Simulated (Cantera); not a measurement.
A Cantera script and what it prints.

```python
import numpy as np
import cantera as ct

gas_names = [...]  # 113 gases of nasa_gas.yaml made of C, H, O, Ta
cond_names = """
    C(gr) C6H6(L) C7H8(L) C8H18(L),n-octa H2O(s) H2O(L) Ta(cr) Ta(L) TaC(s) TaC(L) Ta2O5(s) Ta2O5(L)
""".split()


# ... load() reads the species with a 1 bar reference pressure and builds the phases ...
atoms = {
    'Ta2O5': {'Ta': 2, 'O': 5},
    'C': {'C': 1},
    'CO': {'C': 1, 'O': 1},
    'H2': {'H': 2},
}
top_T = {'C(gr)': 4500}  # K; cautious upper limits of use, not melting points


# ... equilibrate(T, P, feed) seeds the gas with the atoms and calls Mixture.equilibrate('TP', solver="vcs", rtol=1e-11, max_steps=5000) ...
results = []
feed = {'Ta2O5': 1, 'C': 0.9, 'CO': 0.31, 'H2': 1.3}  # mol
P = 36000  # Pa
for T in [1473, 1673, 1873, 2073, 2273, 2473, 2673]:
    mix = equilibrate(T, P, feed)
    results.append((T, P, feed, dict(zip(mix.species_names, mix.species_moles))))

top = {s: max(r[3][s] / sum(r[3][g] for g in gas_names) for r in results) for s in gas_names}
cols = sorted((s for s in top if top[s] > 1e-06), key=lambda s: -top[s])[:8]
seen = [c for c in cond_names if any(r[3].get(c, 0) > 1e-12 for r in results)]
print("log10 of partial pressures in bar; condensed amounts in mol")
print(f"{'T/K':>10s}" + "".join(f"{s[:9]:>10s}" for s in cols + seen))
for T, P, feed, n in results:
    ng = sum(n[g] for g in gas_names)
    print(f"{T:10.4g}" + "".join(f"{np.log10(max(n[s] / ng * P / 1e5, 1e-99)):10.3f}" for s in cols)
          + "".join(f"{n.get(c, 0):10.4g}" for c in seen))
```

Output:

```
log10 of partial pressures in bar; condensed amounts in mol
       T/K        H2        CO         H      TaO2       H2O       TaO       CO2        OH    Ta(cr)    TaC(s)  Ta2O5(s)  Ta2O5(L)
      1473    -0.684    -0.818    -5.240   -12.257    -3.205   -14.520    -3.734    -9.346         0    0.2586    0.8707         0
      1673    -0.684    -0.818    -4.286    -9.498    -3.086   -11.277    -3.740    -8.006         0    0.2589    0.8705         0
      1873    -0.685    -0.819    -3.533    -7.347    -2.997    -8.743    -3.744    -6.955         0    0.2593    0.8704         0
      2073    -0.686    -0.819    -2.923    -5.637    -2.932    -6.716    -3.750    -6.113         0    0.2596         0    0.8702
      2273    -0.691    -0.821    -2.421    -4.353    -2.921    -5.131    -3.792    -5.460         0    0.2595         0    0.8701
      2473    -0.750    -0.768    -2.027    -3.339    -2.881    -3.949    -3.685    -4.855    0.3632         0         0    0.8164
      2673    -0.778    -0.779    -1.679    -2.540    -2.732    -3.099    -3.556    -4.236    0.3587         0         0    0.8073
```

Method: chemical equilibrium by Gibbs-energy minimisation in Cantera with the NASA 1993 tables (ideal gas, pure condensed phases). Mutual solubility and eutectic melting of coexisting phases are not modelled. TaC: taken at fixed stoichiometry. Condensed phases not in the tables: Ta2C, N, O or C dissolved in the metal.
